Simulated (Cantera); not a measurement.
Input: 1 mol FeS, 0.098 mol H2S, 2.1 mol O2, held at 3300 Pa.

Cantera equilibrium calculation (NASA polynomials, part measured and part estimated; ideal gas, pure solids and liquids). Candidate condensed phases: Fe, FeO, Fe(OH)2, Fe(OH)3, FeS, FeSO4, FeS2, Fe2O3, Fe2(SO4)3, Fe3O4, H2O, H2SO4, S; 22 gas species. Equilibrium is a limit: real reactors are often held back by kinetics, nucleation or transport.

x: gas mole fraction; n: condensed amount in mol.

```tsv
T (°C)	x SO2	x H2O	x O2	x SO3	x OH	x O	x H2SO4	n FeSO4(s)	n Fe2O3(s)	n Fe2(SO4)3(s)	n Fe3O4(s)
477	0.743	0.253	7.17e-8	0.00334	1.55e-11	<1e-12	4.74e-6	0.809	0.0953	0	0
577	0.705	0.0969	0.0103	0.188	3.98e-9	<1e-12	1.77e-5	0	0.435	0.0650	0
677	0.706	0.0746	0.0899	0.129	6.74e-8	(withheld)	2.41e-6	0	0.500	0	0
777	0.755	0.0718	0.124	0.0498	5.08e-7	(withheld)	3.03e-7	0	0.500	0	0
877	0.772	0.0708	0.136	0.0203	2.61e-6	(withheld)	5.07e-8	0	0.500	0	0
977	0.779	0.0704	0.141	0.00928	1.02e-5	(withheld)	1.11e-8	0	0.500	0	0
1077	0.782	0.0702	0.143	0.00472	3.27e-5	(withheld)	3.08e-9	0	0.500	0	0
1177	0.783	0.0701	0.144	0.00263	8.91e-5	(withheld)	1.03e-9	0	0.500	0	0
1277	0.740	0.0660	0.192	0.00172	0.000222	(withheld)	4.09e-10	0	0	0	0.333
```

Q: Some entries are withheld; supply them.

A: 
- 677, x O: 5.25e-11
- 777, x O: 1.30e-9
- 877, x O: 1.69e-8
- 977, x O: 1.43e-7
- 1077, x O: 8.79e-7
- 1177, x O: 4.19e-6
- 1277, x O: 1.89e-5
